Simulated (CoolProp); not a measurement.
Hydrogen chloride at 298.15 K and 3.44 MPa is compressed adiabatically to 14.3 MPa with isentropic efficiency 0.85. Each further row changes one setting.

Computed with CoolProp (reference Helmholtz-energy equation of state, Thol 2018).

| case | work (kJ/kg) | final temperature (K) | final density (kg/m³) |
|---|---|---|---|
| as stated | [?] | [?] | [?] |
| efficiency 1 | [?] | [?] | [?] |
| efficiency 0.65 | [?] | 488.0 | [?] |

Task: Complete the blanks.

Result: 
- as stated, work (kJ/kg): 107
- as stated, final temperature (K): 459.6
- as stated, final density (kg/m³): 168
- efficiency 1, work (kJ/kg): 91.2
- efficiency 1, final temperature (K): 446.7
- efficiency 1, final density (kg/m³): 177
- efficiency 0.65, work (kJ/kg): 140
- efficiency 0.65, final density (kg/m³): 151
